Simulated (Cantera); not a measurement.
Charge: 1 mol SiC, 0.13 mol N2O, 29 mol N2, 0.92 mol CO2, at 0.0133 bar.

These are equilibrium values from Cantera (NASA tables, ideal gas, pure condensed phases), not measurements of a reactor. Candidate condensed phases: C, Si, SiC, SiO2, Si2N2O, Si3N4; 34 gas species. Mutual solubility and eutectic melting of coexisting phases are not modelled. The numbers say what is thermodynamically allowed, not how fast it happens.

Which condensed phases are stable at each of these points (T (K)): 1000, 1100, 1200, 1300, 1400, 1500, 1600, 1700, 1800, 1900, 2000?


```
T (K)                          condensed phases  Si condensed (%)
-----  ----------------------------------------  ----------------
1000   C(graphite) + SiO2(β-quartz) + Si2N2O(s)             100.0
1100   C(graphite) + SiO2(β-quartz) + Si2N2O(s)             100.0
1200                    C(graphite) + Si2N2O(s)             100.0
1300                    C(graphite) + Si2N2O(s)             100.0
1400                    C(graphite) + Si2N2O(s)             100.0
1500                    C(graphite) + Si2N2O(s)              99.8
1600                         SiC(s) + Si2N2O(s)              97.9
1700                         SiC(s) + Si2N2O(s)              79.2
1800                                     SiC(s)              47.4
1900                                     SiC(s)              47.1
2000                                     SiC(s)              45.5
```

From 1000 K to 1100 K the condensed part is C(graphite) + SiO2(β-quartz) + Si2N2O(s). From 1200 K to 1500 K the condensed part is C(graphite) + Si2N2O(s). From 1600 K to 1700 K the condensed part is SiC(s) + Si2N2O(s). From 1800 K to 2000 K the condensed part is SiC(s).
